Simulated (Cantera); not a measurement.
A closed system holds: 1 mol SiC, 0.052 mol O2, 700 mol N2, equilibrated at 1723.15 K and 10.0 mbar.

These are equilibrium values from Cantera (NASA tables, ideal gas, pure condensed phases), not measurements of a reactor. Candidate condensed phases: C, Si, SiC, SiO2, Si2N2O, Si3N4; 34 gas species. Kinetics and transport are ignored.

Base state: N2 1.000, CO 8.60e-5, SiO 6.26e-5, Si 2.11e-5 (mole fractions); condensed: SiC(s).

Task: What changes in the equilibrium state with this change: temperature from 1723.15 K to 2125 K?

Result: 
| species | before | after |
|---|---|---|
| N2 | 1.000 | 0.998 |
| Si | 2.11e-5 | 0.00122 |
| CO | 8.60e-5 | 0.000147 |
| SiC2 | 1.17e-9 | 8.70e-5 |
| CN | 6.58e-9 | 2.62e-5 |
| Si2C | 1.46e-7 | 4.53e-5 |
| SiO | 6.26e-5 | 1.49e-6 |
| SiN | 1.19e-6 | 2.39e-5 |
| SiC(s), mol | 0.940 | 0 |
| C(graphite), mol | 0 | 0.717 |
The tables' values for SiN are old estimates; treat these amounts as uncertain.

Task: What changes in the equilibrium state with this change: temperature from 1723.15 K to 2123.15 K?

Result: 
| species | before | after |
|---|---|---|
| N2 | 1.000 | 0.998 |
| Si | 2.11e-5 | 0.00122 |
| CO | 8.60e-5 | 0.000147 |
| SiC2 | 1.17e-9 | 8.63e-5 |
| CN | 6.58e-9 | 2.56e-5 |
| Si2C | 1.46e-7 | 4.60e-5 |
| SiO | 6.26e-5 | 1.52e-6 |
| SiN | 1.19e-6 | 2.40e-5 |
| SiC(s), mol | 0.940 | 0 |
| C(graphite), mol | 0 | 0.718 |
The tables' values for SiN are old estimates; treat these amounts as uncertain.
